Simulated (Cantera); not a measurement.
Feed: 1 mol FeS, 0.091 mol SO₃, 32 mol N₂, 1.2 mol H₂S, equilibrated at 625 °C and 0.270 bar.

Method: chemical equilibrium by Gibbs-energy minimisation in Cantera with the NASA 1993 tables (ideal gas, pure condensed phases). Candidate condensed phases: Fe, FeO, Fe(OH)₂, Fe(OH)₃, FeS, FeSO₄, FeS₂, Fe₂O₃, Fe₂(SO₄)₃, Fe₃O₄, H₂O, H₂SO₄, S; 38 gas species. FeS: taken at fixed stoichiometry. Gases not in the tables: S₃ to S₇. Kinetics and transport are ignored.

Base state: N₂ 0.958, H₂S 0.0264, H₂O 0.00815, S₂ 0.00613, H₂ 0.00140 (mole fractions); condensed: FeS(s).

Problem. What changes in the equilibrium state with this change: H₂S from 1.2 to 4.6 mol?

Solution. 
```json
[
 {"species": "N₂", "before": "0.958", "after": "0.868"},
 {"species": "H₂S", "before": "0.0264", "after": "0.112"},
 {"species": "S₂", "before": "0.00613", "after": "0.00760"},
 {"species": "H₂", "before": "0.00140", "after": "0.00534"},
 {"species": "H₂O", "before": "0.00815", "after": "0.00740"},
 {"species": "FeS(s), mol", "before": "1.00", "after": "1.00"}
]
```
